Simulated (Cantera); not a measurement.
A perfectly stirred reactor is fed with 9.79 % CH4, 6.27 % H2, 15.2 % O2, 57.0 % N2, 11.8 % CO2, equivalence ratio 1.5, at 1.01 bar; it is adiabatic with a 300 K inlet, and is followed from long to short residence time, starting on the burning branch (τ in s: 0.14, 0.068, 0.034, 0.017, 0.0082, 0.004, 0.002, 0.00097, 0.00048, 0.00024, 0.00012, 5.7e-05).

Cantera simulation using GRI-Mech 3.0 (53 species, 325 reactions); the numbers are that mechanism's predictions, not measurements.

One state of this run: T (K) = 1585; x CH4 = 0.00905; x H2 = 0.0488; x O2 = 0.0146; x C2H6 = 0.000200; x NO = 4.55e-7; x OH = 5.19e-5. x: mole fraction; the columns are a selection and need not sum to one.

Problem. Which value of τ (s) does it belong to?
(A) 0.0040
(B) 0.00024
(C) 0.00097
(D) 0.0082

Solution. A, 0.0040
